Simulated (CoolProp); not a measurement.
Vapour-liquid equilibrium of R114 (1) + R113 (2) at 341.3 K; x and y are mole fractions of (1).

Model: multi-fluid Helmholtz-energy mixture model, Platzer 1990 and Marx 1992; pair parameters Bell 2016, in CoolProp. This equation is an older, rougher fit; its heat capacities, sound speeds and derivatives of the liquid may be far off and weren't checked against measurements.

| x | bubble pressure (MPa) | y at the bubble point | dew pressure at overall composition x (MPa) | liquid density (mol/L) |
|---|---|---|---|---|
| 0.05 | 0.2151 | 0.148 | 0.1985 | 7.774 |
| 0.125 | 0.2517 | 0.321 | 0.2109 | 7.778 |
| 0.2 | 0.2890 | 0.452 | 0.2249 | 7.780 |
| 0.275 | 0.3267 | 0.554 | 0.2408 | 7.781 |
| 0.35 | 0.3647 | 0.637 | 0.2592 | 7.780 |
| 0.425 | 0.4030 | 0.704 | 0.2805 | 7.776 |
| 0.5 | 0.4414 | 0.761 | 0.3056 | 7.771 |
| 0.575 | 0.4801 | 0.810 | 0.3356 | 7.763 |
| 0.65 | 0.5190 | 0.852 | 0.3718 | 7.753 |
| 0.725 | 0.5583 | 0.889 | 0.4163 | 7.739 |
| 0.8 | 0.5980 | 0.923 | 0.4720 | 7.722 |
| 0.875 | 0.6384 | 0.953 | 0.5429 | 7.701 |
| 0.95 | 0.6797 | 0.982 | 0.6338 | 7.675 |

No azeotrope shows between x = 0.05 and 0.95.

The pair parameters rest on a limited set of measurements; away from them the model extrapolates.
